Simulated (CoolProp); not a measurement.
Vapour-liquid equilibrium of R143a (1) + isobutane (2) at 298.4 K; x and y are mole fractions of (1).

The numbers come from the multi-fluid Helmholtz-energy mixture model, Lemmon and Jacobsen 2000 and Bücker 2006; pair parameters Bell 2016 in CoolProp.

### Question
Give the bubble pressure and the first vapour's composition at x = 0.5, 0.65, 0.875. Is there an azeotrope?

### Answer
x = 0.5: 10.36 bar, y = 0.732; x = 0.65: 11.25 bar, y = 0.791; x = 0.875: 12.33 bar, y = 0.905. No azeotrope shows between x = 0.05 and 0.95.

Pair parameters are fitted to limited data, so mixtures are less certain than the pure fluids.
